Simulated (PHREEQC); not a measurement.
Make-up at 30 °C: 1.2 mol H2SO4, 0.26 mol KCl and 0.79 mol NaCl per kg of water. Closed to the air; pH follows from the charge balance.

Model: Pitzer model, pitzer.dat, run in PHREEQC.

| quantity | before | after |
|---|---|---|
| pH | -0.37 | 0.93 |
| ionic strength (mol/kgw) | 2.69 | 0.291 |
| HSO4- (mol/kgw) | 0.981 | 0.0868 |
| SO4-2 (mol/kgw) | 0.219 | 0.0332 |
| SI of Halite (NaCl) | -1.92 | -3.97 |
| SI of Mirabilite (Na2SO4:10H2O) | -2.20 | -3.78 |

Task: Name the change that produced these shifts.
A) NaCl replaced by NaOH at the same molality
B) H2SO4 replaced by NaHSO4 at the same molality
C) diluted 10-fold with water
D) KCl left out

Result: C, diluted 10-fold with water

This is a speciation only: nothing precipitates in the calculation. In brines, pH and single-ion activities rest on the MacInnes convention.
